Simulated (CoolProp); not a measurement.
Vapour-liquid equilibrium of ethane (1) + hydrogen chloride (2) at 0.813 MPa; x and y are mole fractions of (1).

Model: multi-fluid Helmholtz-energy mixture model, Bücker 2006 and Thol 2018; pair parameters Bell 2016, in CoolProp.

```csv
x,bubble temperature (K),y at the bubble point,dew temperature at overall composition x (K),liquid density (mol/L)
0.05,231.8,0.133,233.7,…
0.2,…,…,230.3,25.27
0.35,225.9,0.428,227.0,22.80
0.5,225.5,0.495,225.6,20.74
0.65,226.0,0.571,227.1,…
0.8,…,0.684,230.1,17.56
0.95,232.1,0.890,…,…
```

**Question.** What belongs in the gaps?

**Answer.** 
- 0.05, liquid density (mol/L): 28.08
- 0.2, bubble temperature (K): 227.3
- 0.2, y at the bubble point: 0.336
- 0.65, liquid density (mol/L): 19.02
- 0.8, bubble temperature (K): 227.8
- 0.95, dew temperature at overall composition x (K): 233.4
- 0.95, liquid density (mol/L): 16.22

y crosses x between x = 0.35 and 0.5: the model has an azeotrope there.

The pair parameters rest on a limited set of measurements; away from them the model extrapolates.
